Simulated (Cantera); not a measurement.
An adiabatic, constant-pressure homogeneous reactor starts with 1.64 % C3H8, 18.8 % O2, 70.2 % N2, 9.38 % CO2, equivalence ratio 0.44, at 1750 K and 10.0 bar.

Model: GRI-Mech 3.0 (53 species, 325 reactions), integrated in Cantera. GRI-Mech 3.0 was tuned for natural gas; its chemistry of propane as a main component is partial and can be far from experiment.

Predict: time of steepest temperature rise; temperature at 0.300 s; equilibrium temperature; x(O2) at 0.300 s; x(CO2) at 0.300 s; x(HO2) at 0.300 s.


```
Property                                                             Value
---------------------------------  ---------------------------------------
time of steepest temperature rise                                  3.09 µs
temperature at 0.300 s                                              2475 K
equilibrium temperature                                             2475 K
x(O2) at 0.300 s                     0.0967 (gas-phase equilibrium 0.0967)
x(CO2) at 0.300 s                      0.136 (gas-phase equilibrium 0.136)
x(HO2) at 0.300 s                  1.04e-5 (gas-phase equilibrium 1.04e-5)
```
